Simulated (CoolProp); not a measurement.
Vapour-liquid equilibrium of R134a (1) + R245fa (2) at 309.7 K; x and y are mole fractions of (1).

The numbers come from the multi-fluid Helmholtz-energy mixture model, Tillner-Roth 1994 and Akasaka 2015; pair parameters Akasaka 2014 in CoolProp.

```tsv
x	bubble pressure, mixture model (MPa)	bubble pressure, Raoult's law (MPa)	y, mixture model	y, Raoult's law
0.05	0.2561	0.2585	…	0.179
0.2	0.3545	0.3639	…	0.509
0.35	0.4538	0.4692	0.650	0.691
0.5	…	0.5746	…	0.806
0.65	…	0.6799	0.859	0.885
0.8	…	0.7853	…	0.943
0.95	…	0.8906	0.983	0.987
```

Task: Fill in the missing entries.

Result: 
- 0.05, y, mixture model: 0.161
- 0.2, y, mixture model: 0.471
- 0.5, bubble pressure, mixture model (MPa): 0.5554
- 0.5, y, mixture model: 0.771
- 0.65, bubble pressure, mixture model (MPa): 0.6604
- 0.8, bubble pressure, mixture model (MPa): 0.7702
- 0.8, y, mixture model: 0.927
- 0.95, bubble pressure, mixture model (MPa): 0.8858

The largest gap from Raoult's law is -3.3 % in bubble pressure, at x = 0.5. No azeotrope shows between x = 0.05 and 0.95.

Pair parameters are fitted to limited data, so mixtures are less certain than the pure fluids.
